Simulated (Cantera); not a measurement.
Charge: 1 mol Si, 0.78 mol H₂, at 1348 K and 400000 Pa.

Equilibrium computed with Cantera from the NASA thermochemical tables; the gas is ideal and each condensed phase is pure. Candidate condensed phases: Si; 9 gas species. Rates play no part.

### Question
What is the equilibrium state?

### Answer
| Property | Result |
|---|---|
| x(H₂) | 1.000 |
| x(SiH₄) | 3.34e-6 |
| x(H) | 1.16e-6 |
| n(Si(s)) | 1.000 mol |
| gas amount | 0.7800 mol |
